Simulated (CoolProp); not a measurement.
The fluoroketone C6F12O (FK-5-1-12) at 298.15 K and 4.69 MPa is throttled through a valve to 1.21 MPa with no heat exchange. Each further row changes one setting.

Model: reference Helmholtz-energy equation of state, McLinden 2015, in CoolProp.

```
case                       temperature change (K)  final density (kg/m³)
-------------------------  ----------------------  ---------------------
as stated                                     ___                   1610
outlet pressure 0.363 MPa                     ___                    ___
outlet pressure 1.57 MPa                      ___                   1610
```

Fill in the missing entries.


- as stated, temperature change (K): +0.9
- outlet pressure 0.363 MPa, temperature change (K): +1.1
- outlet pressure 0.363 MPa, final density (kg/m³): 1600
- outlet pressure 1.57 MPa, temperature change (K): +0.8
